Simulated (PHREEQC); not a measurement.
Solution (20 °C): 0.0036 mol ZnSO4, 0.095 mol CuCl2, 0.00023 mol NaF and 0.029 mol NaCl per kg of water. Closed to the air; pH follows from the charge balance.

The numbers come from PHREEQC with the ion-association model, phreeqc.dat.

| quantity | before | after |
|---|---|---|
| pH | 4.36 | 3.98 |
| ionic strength (mol/kgw) | 0.297 | 0.315 |
| Cl- (mol/kgw) | 0.207 | 0.208 |
| SO4-2 (mol/kgw) | 0.00163 | 0.00406 |
| F- (mol/kgw) | 0.000160 | 1.88e-8 |
| NaSO4- (mol/kgw) | 5.93e-5 | 0.000145 |
| SI of Halite (NaCl) | -4.08 | -4.09 |

### Question
What was changed between the two runs?
A) ZnSO4 replaced by Al2(SO4)3 at the same molality
B) ZnSO4 from 0.0036 to 0.018 mol/kgw
C) CuCl2 replaced by CdCl2 at the same molality
D) temperature from 20 to 45 °C
E) NaF from 0.00023 to 0.000207 mol/kgw

### Answer
A, ZnSO4 replaced by Al2(SO4)3 at the same molality

No solid was allowed to form. Some of these states are supersaturated (in Gibbsite (slow to form), for instance).
